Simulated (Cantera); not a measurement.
Input: 1 mol BN, a varied amount of NF3, 9.2 mol N2, equilibrated at 1300 K and 1.00 bar.

Equilibrium computed with Cantera from the NASA thermochemical tables; the gas is ideal and each condensed phase is pure. Candidate condensed phases: B, BN; 13 gas species. Kinetics and transport are ignored.

Problem. Which condensed phases are stable at each of these points (n(NF3) (mol)): 0.59, 0.82, 1.1, 1.6, 2.2, 3, 4.1?

Solution. 
```json
[
 {"n(NF3) (mol)": "0.59", "condensed phases": "BN(s)", "B condensed (%)": "41.0"},
 {"n(NF3) (mol)": "0.82", "condensed phases": "BN(s)", "B condensed (%)": "18.0"},
 {"n(NF3) (mol)": "1.1", "condensed phases": "gas only", "B condensed (%)": "0.0"},
 {"n(NF3) (mol)": "1.6", "condensed phases": "gas only", "B condensed (%)": "0.0"},
 {"n(NF3) (mol)": "2.2", "condensed phases": "gas only", "B condensed (%)": "0.0"},
 {"n(NF3) (mol)": "3", "condensed phases": "gas only", "B condensed (%)": "0.0"},
 {"n(NF3) (mol)": "4.1", "condensed phases": "gas only", "B condensed (%)": "0.0"}
]
```

From 0.59 mol NF3 to 0.82 mol NF3 the condensed part is BN(s). From 1.1 mol NF3 to 4.1 mol NF3 nothing is condensed.
